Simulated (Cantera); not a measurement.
An isothermal, constant-pressure homogeneous reactor starts with N₂O : N₂ = 1 : 2.8 (molar parts), at 1273 K and 0.987 atm.

Cantera simulation using GRI-Mech 3.0 (53 species, 325 reactions); the numbers are that mechanism's predictions, not measurements. GRI-Mech 3.0 was tuned for natural gas; its chemistry of N2O as a main component is partial and can be far from experiment. The mechanism lacks the step 2 NO + O2 → 2 NO2, which can matter for NO2 below about 1400 K. The temperature is held fixed by assumption; the heat of reaction is taken as removed at once.

Task: Predict: x(N₂O) at 10.0 s; x(NO) at 10.0 s; x(O₂) at 10.0 s; x(N₂) at 10.0 s; x(NO₂) at 10.0 s; x(O) at 10.0 s.

Result: 
- x(N₂O) at 10.0 s = 1.92e-6 (gas-phase equilibrium 1.86e-8)
- x(NO) at 10.0 s = 0.0232 (gas-phase equilibrium 0.000262)
- x(O₂) at 10.0 s = 0.104 (gas-phase equilibrium 0.116)
- x(N₂) at 10.0 s = 0.872 (gas-phase equilibrium 0.884)
- x(NO₂) at 10.0 s = 0.000198 (gas-phase equilibrium 2.36e-6)
- x(O) at 10.0 s = 3.51e-8 (gas-phase equilibrium 3.69e-8)
